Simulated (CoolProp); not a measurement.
A single-stage vapour-compression cycle with R114: evaporating at 309.15 K (dew point), condensing at 339.15 K (bubble point), superheat 8 K, subcooling 5 K, compressor efficiency 0.9, no pressure losses. Each further row changes one setting.

Values from CoolProp's reference Helmholtz-energy equation of state, Platzer 1990. This equation is an older, rougher fit; its heat capacities, sound speeds and derivatives of the liquid may be far off and weren't checked against measurements.

| case | cooling COP | pressure ratio | discharge temperature (K) | refrigerating effect (kJ/kg) | volumetric capacity (kJ/m³) |
|---|---|---|---|---|---|
| as stated | 8.24 | 2.23 | 340.7 | 104 | 2200 |
| evaporating temperature 314.15 K | 10.3 | 1.93 | 341.7 | 107 | 2610 |
| condensing temperature 334.15 K | 10.2 | 1.97 | 336.8 | 109 | 2310 |
| subcooling 10 K | 8.66 | 2.23 | 340.7 | 109 | 2310 |
| superheat 18 K | 8.46 | 2.23 | 350.6 | 111 | 2270 |
| compressor efficiency 0.8 | 7.33 | 2.23 | 342.6 | 104 | 2200 |
